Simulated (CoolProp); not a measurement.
A single-stage vapour-compression cycle with propylene: evaporating at 226.15 K (dew point), condensing at 278.15 K (bubble point), superheat 0 K, subcooling 0 K, compressor efficiency 0.75, no pressure losses. Each further row changes one setting.

Model: reference Helmholtz-energy equation of state, Lemmon 2013, in CoolProp.

```csv
case,cooling COP,pressure ratio,discharge temperature (K),refrigerating effect (kJ/kg),volumetric capacity (kJ/m³)
as stated,2.63,6.49,318.0,317,768
evaporating temperature 231.15 K,3.03,(withheld),312.7,323,959
condensing temperature 273.15 K,2.98,5.60,310.5,330,798
subcooling 5 K,2.73,6.49,318.0,330,798
superheat 10 K,2.61,6.49,329.0,(withheld),763
compressor efficiency 0.65,2.28,6.49,(withheld),317,768
```

Q: Some entries are withheld; supply them.

A: 
- evaporating temperature 231.15 K, pressure ratio: 5.20
- superheat 10 K, refrigerating effect (kJ/kg): 331
- compressor efficiency 0.65, discharge temperature (K): 328.6
